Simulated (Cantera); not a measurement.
# Si + CO₂ + H₂ (thermal oxidation and active oxidation of silicon)

Input: 1 mol Si, 0.66 mol CO₂, 3.2 mol H₂, held at 0.133 bar.

Method: chemical equilibrium by Gibbs-energy minimisation in Cantera with the NASA 1993 tables (ideal gas, pure condensed phases). Candidate condensed phases: C, C₆H₆, C₇H₈, C₈H₁₈, H₂O, Si, SiC, SiO₂; 123 gas species. Mutual solubility and eutectic melting of coexisting phases are not modelled. The tables hold silica as quartz up to 1696 K and as liquid above; real silica turns to tridymite and cristobalite and melts near 1996 K. Kinetics and transport are ignored.

From 950 K to 1400 K the condensed part is C(graphite) + SiC(s) + SiO₂(β-quartz). From 1450 K to 1600 K the condensed part is SiC(s) + SiO₂(β-quartz).

```tsv
T (K)	x H₂	x CO	x CH₄	x SiO	x H	x H₂O	n C(graphite)	n SiC(s)	n SiO₂(β-quartz)
950	0.979	1.36e-7	0.0214	6.78e-12	1.51e-9	1.66e-8	0.253	0.340	0.660
1000	0.988	9.36e-7	0.0124	7.71e-11	6.18e-9	4.87e-8	0.281	0.340	0.660
1050	0.992	5.34e-6	0.00752	6.93e-10	2.21e-8	1.28e-7	0.296	0.340	0.660
1100	0.995	2.59e-5	0.00474	5.09e-9	7.06e-8	3.08e-7	0.305	0.340	0.660
1150	0.997	0.000109	0.00310	3.13e-8	2.04e-7	6.82e-7	0.310	0.340	0.660
1200	0.997	0.000408	0.00210	1.65e-7	5.40e-7	1.41e-6	0.311	0.341	0.659
1250	0.997	0.00137	0.00146	7.61e-7	1.32e-6	2.74e-6	0.309	0.342	0.658
1300	0.995	0.00418	0.00104	3.11e-6	3.02e-6	5.05e-6	0.297	0.347	0.653
1350	0.988	0.0117	0.000749	1.14e-5	6.49e-6	8.84e-6	0.261	0.359	0.641
1400	0.969	0.0305	0.000541	3.81e-5	1.31e-5	1.47e-5	0.168	0.390	0.610
1450	0.937	0.0623	0.000345	0.000124	2.51e-5	2.18e-5	0	0.446	0.553
1500	0.937	0.0625	0.000155	0.000462	4.67e-5	2.60e-5	0	0.446	0.552
1550	0.935	0.0628	7.32e-5	0.00158	8.34e-5	3.08e-5	0	0.445	0.550
1600	0.931	0.0637	3.63e-5	0.00499	0.000144	3.59e-5	0	0.441	0.542
```
x: gas mole fraction; n: condensed amount in mol.
